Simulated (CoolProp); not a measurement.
Values from CoolProp's reference Helmholtz-energy equation of state, Lemmon 2003. It is a pseudo-pure fit of the blend.

Task: For R507A, give the phase and the density (kg/m³), isothermal compressibility (1/MPa), viscosity (µPa s) at 295.7 K and 3.91 MPa; 329.8 K and 3.91 MPa; 466 K and 3.91 MPa.

Result: 
- 295.7 K and 3.91 MPa: liquid; density 1090, isothermal compressibility 0.00814, viscosity 144
- 329.8 K and 3.91 MPa: liquid; density 891, isothermal compressibility 0.0360, viscosity 88.2
- 466 K and 3.91 MPa: supercritical; density 114, isothermal compressibility 0.290, viscosity 20.8

Viscosity comes from a separate model (Geller 2000).
